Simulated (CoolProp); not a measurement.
Normal hydrogen at 298.15 K and 0.275 MPa flows at 0.12 m/s in a round tube of 1 mm bore and 0.25 µm roughness, fully developed (64/Re and Nu = 3.66 if laminar; Colebrook and Gnielinski if turbulent). Each further row changes one setting.

Model: reference Helmholtz-energy equation of state, Leachman 2009, in CoolProp.

```json
[
 {"case": "as stated", "Reynolds number": "3.01", "Darcy friction factor": "21.3", "pressure drop (Pa/m)": "34.2", "heat-transfer coefficient (W/(m² K))": "681", "mass flow (kg/h)": "7.58e-5"},
 {"case": "velocity 0.24 m/s", "Reynolds number": "6.02", "Darcy friction factor": "10.6", "pressure drop (Pa/m)": "68.4", "heat-transfer coefficient (W/(m² K))": "681", "mass flow (kg/h)": "0.000152"},
 {"case": "diameter 2 mm", "Reynolds number": "6.02", "Darcy friction factor": "10.6", "pressure drop (Pa/m)": "8.55", "heat-transfer coefficient (W/(m² K))": "340", "mass flow (kg/h)": "0.000303"}
]
```

Viscosity comes from a separate model (Muzny 2013). Thermal conductivity comes from a separate model (Assael 2011).
